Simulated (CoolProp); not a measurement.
CHF3 (R23) along the isotherm 201.85 °C: fugacity coefficient from the reference equation and from simpler models built on Tc = 26.1 °C, pc = 4.832 MPa, ω = 0.263; each cubic takes its own stable root.

Model: reference Helmholtz-energy equation of state, Penoncello 2003, in CoolProp.

```json
[
 {"p (MPa)": "0.725", "phase": "gas", "reference": "0.9909", "Soave-Redlich-Kwong": "0.9932", "Peng-Robinson": "0.9900"},
 {"p (MPa)": "1.45", "phase": "gas", "reference": "0.9819", "Soave-Redlich-Kwong": "0.9865", "Peng-Robinson": "0.9803"},
 {"p (MPa)": "2.17", "phase": "gas", "reference": "0.9732", "Soave-Redlich-Kwong": "0.9801", "Peng-Robinson": "0.9709"},
 {"p (MPa)": "2.9", "phase": "gas", "reference": "0.9645", "Soave-Redlich-Kwong": "0.9738", "Peng-Robinson": "0.9618"},
 {"p (MPa)": "3.62", "phase": "gas", "reference": "0.9561", "Soave-Redlich-Kwong": "0.9678", "Peng-Robinson": "…"},
 {"p (MPa)": "4.35", "phase": "gas", "reference": "…", "Soave-Redlich-Kwong": "0.9619", "Peng-Robinson": "0.9445"},
 {"p (MPa)": "5.07", "phase": "supercritical", "reference": "0.9397", "Soave-Redlich-Kwong": "0.9562", "Peng-Robinson": "0.9364"},
 {"p (MPa)": "5.8", "phase": "supercritical", "reference": "0.9316", "Soave-Redlich-Kwong": "0.9508", "Peng-Robinson": "0.9285"},
 {"p (MPa)": "6.52", "phase": "supercritical", "reference": "0.9239", "Soave-Redlich-Kwong": "0.9456", "Peng-Robinson": "0.9210"},
 {"p (MPa)": "7.25", "phase": "supercritical", "reference": "0.9163", "Soave-Redlich-Kwong": "…", "Peng-Robinson": "0.9136"}
]
```

**Question.** What belongs in the gaps?

**Answer.** 
- 3.62, Peng-Robinson: 0.9531
- 4.35, reference: 0.9477
- 7.25, Soave-Redlich-Kwong: 0.9405
